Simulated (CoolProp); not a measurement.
Vapour-liquid equilibrium of R113 (1) + benzene (2) at 0.649 MPa; x and y are mole fractions of (1).

Computed with CoolProp (multi-fluid Helmholtz-energy mixture model, Marx 1992 and Thol 2012; pair parameters Bell 2016).

```csv
x,"bubble temperature, mixture model (K)","bubble temperature, Raoult's law (K)","y, mixture model","y, Raoult's law"
0.05,423.9,425.9,0.121,0.099
0.125,418.3,422.1,0.263,0.231
0.2,413.8,418.6,[?],0.346
0.275,410.1,415.3,[?],0.447
0.35,407.0,412.2,0.534,0.537
0.425,404.4,409.2,0.598,0.616
0.5,402.0,406.4,0.657,0.686
0.575,400.0,403.7,0.711,0.749
0.65,398.1,401.2,0.763,0.805
0.725,396.3,398.8,0.814,0.855
0.8,[?],396.5,0.864,0.900
0.875,393.2,394.3,0.914,0.941
0.95,391.8,392.2,0.965,0.977
```

Task: Some entries are withheld; supply them.

Result: 
- 0.2, y, mixture model: 0.373
- 0.275, y, mixture model: 0.460
- 0.8, bubble temperature, mixture model (K): 394.7

The largest gap from Raoult's law is -5.2 K in bubble temperature, at x = 0.275. No azeotrope shows between x = 0.05 and 0.95.

Pair parameters are fitted to limited data, so mixtures are less certain than the pure fluids.
